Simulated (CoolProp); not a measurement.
Vapour-liquid equilibrium of carbon monoxide (1) + methane (2) at 112.9 K; x and y are mole fractions of (1).

Values from CoolProp's multi-fluid Helmholtz-energy mixture model, Lemmon 2006 and Setzmann 1991; pair parameters Kunz 2012.

### Question
Give the bubble pressure and the first vapour's composition at x = 0.425, 0.8, 0.875. Is there an azeotrope?

### Answer
x = 0.425: 0.6601 MPa, y = 0.877; x = 0.8: 1.040 MPa, y = 0.958; x = 0.875: 1.118 MPa, y = 0.972. No azeotrope shows between x = 0.05 and 0.95.

The pair parameters rest on a limited set of measurements; away from them the model extrapolates. The gap from Raoult's law changes sign with composition, which may be real or a fault of the pair parameters; it wasn't checked against measurements.
